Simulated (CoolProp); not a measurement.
R407C at 400.93 K and 10.7 MPa flows at 0.54 m/s in a round tube of 12.7 mm bore and 1.5 µm roughness, fully developed (64/Re and Nu = 3.66 if laminar; Colebrook and Gnielinski if turbulent). Each further row changes one setting.

Model: reference Helmholtz-energy equation of state, Lemmon 2003, in CoolProp. It is a pseudo-pure fit of the blend.

| case | Reynolds number | Darcy friction factor | pressure drop (Pa/m) | heat-transfer coefficient (W/(m² K)) | mass flow (kg/h) |
|---|---|---|---|---|---|
| as stated | 83900 | 0.0192 | 143 | 1250 | 159 |
| velocity 1.08 m/s | 168000 | 0.0170 | 504 | 2270 | 318 |
| diameter 25.4 mm | 168000 | 0.0166 | 61.6 | 1110 | 636 |

Viscosity comes from a separate model (Geller 2000). Thermal conductivity comes from a separate model (Geller 2001).
